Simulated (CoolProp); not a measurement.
The numbers come from the reference Helmholtz-energy equation of state, Thol 2017 in CoolProp.

Q: For octamethyltrisiloxane (MDM), give the phase and the density (kg/m³), isothermal compressibility (1/MPa), expansivity (1/kK), fugacity coefficient at 279.05 °C and 1660 kPa; 279.05 °C and 4980 kPa; 279.05 °C and 5530 kPa.

A: 
- 279.05 °C and 1660 kPa: liquid; density 464, isothermal compressibility 0.112, expansivity 7.41, fugacity coefficient 0.522
- 279.05 °C and 4980 kPa: liquid; density 539, isothermal compressibility 0.0238, expansivity 2.69, fugacity coefficient 0.244
- 279.05 °C and 5530 kPa: liquid; density 546, isothermal compressibility 0.0213, expansivity 2.51, fugacity coefficient 0.231
